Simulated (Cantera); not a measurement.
What does this Cantera script print?

```python
import numpy as np
import cantera as ct

gas_names = """
    CL CL2 H HCL H2 Si SiCL SiCL2 SiCL3 SiCL4 SiH SiHCL3 SiH2 SiH2CL2 SiH3 SiH3CL SiH4 Si2 Si3
""".split()
cond_names = """
    Si(cr) Si(L)
""".split()


# ... load() reads the species with a 1 bar reference pressure and builds the phases ...
atoms = {
    'Si3H8': {'Si': 3, 'H': 8},
    'HCl': {'H': 1, 'CL': 1},
    'H2': {'H': 2},
}
top_T = {}  # K; cautious upper limits of use, not melting points


# ... equilibrate(T, P, feed) seeds the gas with the atoms and calls Mixture.equilibrate('TP', solver="vcs", rtol=1e-11, max_steps=5000) ...
results = []
feed = {'Si3H8': 1, 'HCl': 0.17, 'H2': 8.8}  # mol
P = 10000  # Pa
for T in [848, 948, 1048, 1148, 1248, 1348, 1448, 1548, 1648, 1748]:
    mix = equilibrate(T, P, feed)
    results.append((T, P, feed, dict(zip(mix.species_names, mix.species_moles))))

top = {s: max(r[3][s] / sum(r[3][g] for g in gas_names) for r in results) for s in gas_names}
cols = sorted((s for s in top if top[s] > 1e-05), key=lambda s: -top[s])[:6]
seen = [c for c in cond_names if any(r[3].get(c, 0) > 1e-12 for r in results)]
print("log10 of partial pressures in bar; condensed amounts in mol")
print(f"{'T/K':>10s}" + "".join(f"{s[:9]:>10s}" for s in cols + seen))
for T, P, feed, n in results:
    ng = sum(n[g] for g in gas_names)
    print(f"{T:10.4g}" + "".join(f"{np.log10(max(n[s] / ng * P / 1e5, 1e-99)):10.3f}" for s in cols)
          + "".join(f"{n.get(c, 0):10.4g}" for c in seen))
```

Result:

```
log10 of partial pressures in bar; condensed amounts in mol
       T/K        H2       HCL     SiCL4    SiHCL3         H     SiCL2    Si(cr)     Si(L)
       848    -1.002    -3.779    -3.791    -3.804   -11.222    -6.482     2.957         0
       948    -1.003    -3.353    -3.928    -3.924    -9.782    -5.520     2.967         0
      1048    -1.004    -3.071    -4.278    -4.202    -8.614    -4.867     2.981         0
      1148    -1.005    -2.945    -4.991    -4.750    -7.647    -4.543     2.991         0
      1248    -1.005    -2.917    -5.901    -5.443    -6.833    -4.429     2.994         0
      1348    -1.006    -2.914    -6.755    -6.092    -6.138    -4.375     2.994         0
      1448    -1.006    -2.915    -7.502    -6.660    -5.538    -4.337     2.994         0
      1548    -1.006    -2.917    -8.155    -7.157    -5.014    -4.307     2.993         0
      1648    -1.006    -2.919    -8.729    -7.593    -4.553    -4.282     2.993         0
      1748    -1.006    -2.917    -9.273    -8.019    -4.144    -4.306         0     2.993
```

These are equilibrium values from Cantera (NASA tables, ideal gas, pure condensed phases), not measurements of a reactor. The feed counts by its element totals alone. The tables' values for SiCl3 are old estimates; treat these amounts as uncertain. Gases not in the tables: Si2H6 and higher silanes.
